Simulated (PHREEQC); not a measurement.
**Alkaline etch or developer**

Solution (23 °C): 0.0017 mol CsOH, 0.011 mol CO2 and 0.15 mol K3PO4 per kg of water. Closed to the air; pH follows from the charge balance.

Computed with PHREEQC (ion-association model, wateq4f.dat).

```yaml
pH: 12.01
ionic_strength: 0.834 mol/kgw
activity_of_water: 0.989
total_alkalinity: 302 meq/kg
```

```
species  molality  activity   log γ
-------  --------  --------  ------
K+          0.446     0.272  -0.214
PO4-3       0.115   0.00245  -1.672
HPO4-2     0.0305   0.00551  -0.743
OH-        0.0147   0.00872  -0.227
CO3-2      0.0109   0.00214  -0.709
KHPO4-    0.00440   0.00293  -0.177
Cs+       0.00170   0.00130  -0.115
HCO3-     6.96e-5   4.63e-5  -0.177
H2PO4-    1.32e-7   8.76e-8  -0.177
```

This is a speciation only: nothing precipitates in the calculation. Caution: at this ionic strength the ion-association model is outside its range; a Pitzer model would be the better tool where its parameters exist. Species that the database lacks are ignored. H3PO4, which wateq4f.dat lacks, is added to it with the constant of phreeqc.dat.
